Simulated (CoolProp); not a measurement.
Diethyl ether along the isobar 4.92 MPa: fugacity coefficient from the reference equation and from simpler models built on Tc = 467.9 K, pc = 3.717 MPa, ω = 0.282; each cubic takes its own stable root.

Computed with CoolProp (reference Helmholtz-energy equation of state, Thol 2014).

```
T (K)          phase  reference  van der Waals  Peng-Robinson
-----  -------------  ---------  -------------  -------------
336.3         liquid    0.05740         0.1922        0.05702
354           liquid    0.08954         0.2360        0.08899
371.6         liquid     0.1316         0.2832         0.1310
389.3         liquid     0.1846         0.3337         0.1840
406.9         liquid     0.2476         0.3861         0.2471
424.5         liquid     0.3200         0.4399         0.3194
442.2         liquid     0.4004         0.4946         0.3991
459.8         liquid     0.4851         0.5483         0.4814
477.4  supercritical     0.5693         0.6000         0.5605
495.1  supercritical     0.6388         0.6474         0.6238
512.7  supercritical     0.6868         0.6856         0.6693
530.4  supercritical     0.7253         0.7156         0.7067
548    supercritical     0.7574         0.7405         0.7386
```
